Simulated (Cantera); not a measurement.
## Catalytic combustion on Pt

An isothermal plug-flow reactor at 725 K and 1.00 bar (inlet), inlet velocity 2.3 m/s, active area per volume 3400 1/m; feed 2.31 % CO, 1.58 % O2, 96.1 % N2, equivalence ratio 0.73.

Model: Deutschmann's 1995 Pt surface mechanism with GRI-Mech 3.0 gas chemistry, integrated in Cantera. Catalytic surfaces can have several steady states; this one follows from the mechanism file's or the stated starting coverage. Mass transfer to the wall is taken as infinitely fast.

```json
[
 {"z (m)": "0.00051", "x CO": "0.0227", "x O2": "0.0156", "x H2O": "<1e-12", "x CO2": "0.000423", "θ free Pt": "0.0450", "θ O*": "0.00133", "θ CO*": "0.954"},
 {"z (m)": "0.00091", "x CO": "0.0224", "x O2": "0.0154", "x H2O": "<1e-12", "x CO2": "0.000756", "θ free Pt": "0.0454", "θ O*": "0.00133", "θ CO*": "0.953"},
 {"z (m)": "0.0016", "x CO": "0.0218", "x O2": "0.0152", "x H2O": "<1e-12", "x CO2": "0.00133", "θ free Pt": "0.0459", "θ O*": "0.00134", "θ CO*": "0.953"},
 {"z (m)": "0.0029", "x CO": "0.0207", "x O2": "0.0146", "x H2O": "<1e-12", "x CO2": "0.00244", "θ free Pt": "0.0471", "θ O*": "0.00136", "θ CO*": "0.952"},
 {"z (m)": "0.0051", "x CO": "0.0188", "x O2": "0.0137", "x H2O": "<1e-12", "x CO2": "0.00434", "θ free Pt": "0.0494", "θ O*": "0.00140", "θ CO*": "0.949"},
 {"z (m)": "0.0091", "x CO": "0.0152", "x O2": "0.0119", "x H2O": "<1e-12", "x CO2": "0.00799", "θ free Pt": "0.0549", "θ O*": "0.00151", "θ CO*": "0.944"},
 {"z (m)": "0.016", "x CO": "0.00798", "x O2": "0.00828", "x H2O": "<1e-12", "x CO2": "0.0153", "θ free Pt": "0.0755", "θ O*": "0.00204", "θ CO*": "0.922"},
 {"z (m)": "0.029", "x CO": "9.61e-9", "x O2": "0.00431", "x H2O": "<1e-12", "x CO2": "0.0234", "θ free Pt": "0.0472", "θ O*": "0.953", "θ CO*": "1.55e-8"},
 {"z (m)": "0.051", "x CO": "<1e-12", "x O2": "0.00431", "x H2O": "<1e-12", "x CO2": "0.0234", "θ free Pt": "0.0472", "θ O*": "0.953", "θ CO*": "<1e-12"}
]
```
x: gas mole fraction; θ: surface coverage.
